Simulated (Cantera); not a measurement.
An isothermal, constant-pressure homogeneous reactor starts with CH₄ : N₂ = 1 : 4.8 (molar parts), at 1725 K and 1.01 bar.

Computed with Cantera and GRI-Mech 3.0 (53 species, 325 reactions). GRI-Mech 3.0 stops at C3 and has no aromatics, soot or wall deposition, so with more carbon than oxygen in the feed, carbon stays in small species such as C2H2 where larger ones or solid carbon would form.

x: mole fraction; the columns are a selection and need not sum to one.

```
t (s)       x CH₄    x C₂H₂    x C₂H₄     x CH₂     x H₂    x C₂H₆
--------  -------  --------  --------  --------  -------  --------
1.00e-6     0.172    <1e-12  1.11e-11  1.48e-11  2.45e-6  6.92e-11
4.68e-6     0.172  1.05e-12       [?]  2.83e-10      [?]       [?]
2.19e-5     0.172  8.55e-10   4.90e-7   5.10e-9  6.49e-5   8.40e-7
0.000102    0.172       [?]       [?]       [?]      [?]       [?]
0.000478    0.166  0.000168   0.00155   3.86e-7  0.00481  0.000594
0.00224     0.129    0.0114   0.00654   4.10e-7   0.0483  0.000498
0.0105     0.0704    0.0419   0.00137   1.84e-7    0.129  0.000102
0.0489     0.0228    0.0632  0.000595   6.70e-8    0.191   1.05e-5
0.229     0.00547    0.0706  0.000613   1.81e-8    0.213   7.25e-7
1.07      0.00284    0.0717  0.000628   9.69e-9    0.216   2.71e-7
5.00      0.00282    0.0717  0.000628   9.62e-9    0.216   2.69e-7
```

Task: Complete the blanks.

Result: 
- 4.68e-6, x C₂H₄: 3.38e-9
- 4.68e-6, x H₂: 1.33e-5
- 4.68e-6, x C₂H₆: 8.51e-9
- 0.000102, x C₂H₂: 5.09e-7
- 0.000102, x C₂H₄: 4.35e-5
- 0.000102, x CH₂: 7.13e-8
- 0.000102, x H₂: 0.000388
- 0.000102, x C₂H₆: 5.08e-5
